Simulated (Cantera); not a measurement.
A closed system holds: 1 mol BaF2, 2.3 mol O2, 7.5 mol N2, held at 1.33 mbar.

Cantera equilibrium calculation (NASA polynomials, part measured and part estimated; ideal gas, pure solids and liquids). Candidate condensed phases: Ba, BaF2, BaO; 20 gas species. Equilibrium is a limit: real reactors are often held back by kinetics, nucleation or transport.

Task: Which condensed phases are stable at each of these points (T (°C)): 1227, 1277, 1327, 1377, 1427, 1477, 1527, 1577, 1627, 1677, 1727, 1777, 1827, 1877?

Result: 
| T (°C) | condensed phases | Ba condensed (%) |
|---|---|---|
| 1227 | BaF2(s) | 76.6 |
| 1277 | BaF2(s) | 39.8 |
| 1327 | gas only | 0.0 |
| 1377 | gas only | 0.0 |
| 1427 | gas only | 0.0 |
| 1477 | gas only | 0.0 |
| 1527 | gas only | 0.0 |
| 1577 | gas only | 0.0 |
| 1627 | gas only | 0.0 |
| 1677 | gas only | 0.0 |
| 1727 | gas only | 0.0 |
| 1777 | gas only | 0.0 |
| 1827 | gas only | 0.0 |
| 1877 | gas only | 0.0 |

From 1227 °C to 1277 °C the condensed part is BaF2(s). From 1327 °C to 1877 °C nothing is condensed.
